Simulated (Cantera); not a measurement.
What does this Cantera script print?

```python
import numpy as np
import cantera as ct

gas = ct.Solution("SiF4_NH3_mec.yaml", "gas")
gas.TPX = 1673, 6700, {'NH3': 1, 'H2': 0.97, 'N2': 0.016}
reactor = ct.IdealGasConstPressureReactor(gas, energy="off", clone=False)
net = ct.ReactorNet([reactor])
net.rtol, net.atol = 1e-08, 1e-18
show = ['NH3', 'H2', 'N2', 'N2H2', 'NH2', 'N2H4']
times = np.geomspace(2e-05, 100, 9)

steps = ct.SolutionArray(gas, extra=["t"])
rows = []
print(f"{'t/s':>10s}{'T/K':>9s}{'P/Pa':>11s}" + "".join(f"{s:>11s}" for s in show))
for t in times:
    while net.time < t:
        t_next = net.step()
        steps.append(gas.state, t=t_next)
    rows.append([np.interp(t, steps.t, y) for y in (steps.T, steps.P, *steps(*show).X.T)])
    print(f"{t:10.3e}{rows[-1][0]:9.1f}{rows[-1][1]:11.4g}" + "".join(f"{x:11.3e}" for x in rows[-1][2:]))
rate = np.gradient(steps.T, steps.t)
print("integrator steps:", len(steps.t))
if steps.T.max() > steps.T[0] + 200:
    print(f"time of steepest temperature rise: {steps.t[rate.argmax()]:.4e} s")
gas.TPX = 1673, 6700, {'NH3': 1, 'H2': 0.97, 'N2': 0.016}
gas.equilibrate("TP")
print(f"equilibrium (TP): T = {gas.T:.1f} K  " + "  ".join(f"{s} {gas[s].X[0]:.3e}" for s in show))
```

It prints:

```
       t/s      T/K       P/Pa        NH3         H2         N2       N2H2        NH2       N2H4
 2.000e-05   1673.0       6700  5.035e-01  4.884e-01  8.056e-03  2.883e-14  1.391e-07  4.084e-15
 1.375e-04   1673.0       6700  5.035e-01  4.884e-01  8.056e-03  7.843e-12  9.822e-07  5.666e-13
 9.457e-04   1673.0       6700  5.035e-01  4.884e-01  8.056e-03  9.161e-10  6.775e-06  3.378e-11
 6.503e-03   1673.0       6700  5.035e-01  4.884e-01  8.057e-03  5.724e-08  4.610e-05  1.614e-09
 4.472e-02   1673.0       6700  5.026e-01  4.889e-01  8.298e-03  7.592e-07  1.479e-04  1.663e-08
 3.075e-01   1673.0       6700  4.951e-01  4.940e-01  1.075e-02  7.536e-07  1.474e-04  1.652e-08
 2.115e+00   1673.0       6700  4.477e-01  5.259e-01  2.627e-02  6.487e-07  1.380e-04  1.447e-08
 1.454e+01   1673.0       6700  2.476e-01  6.605e-01  9.176e-02  2.784e-07  9.253e-05  6.504e-09
 1.000e+02   1673.0       6700  2.378e-02  8.110e-01  1.650e-01  1.118e-08  1.729e-05  2.257e-10
integrator steps: 784
equilibrium (TP): T = 1673.0 K  NH3 8.039e-07  H2 8.268e-01  N2 1.728e-01  N2H2 2.457e-15  NH2 9.769e-10  N2H4 7.300e-19
```

Computed with Cantera and the gas-phase N/H chemistry of the illustrative SiF4/NH3 mechanism in the Surface Chemkin manual (1991). Walls and surfaces, which speed up NH3 decomposition in real reactors, are not modelled.
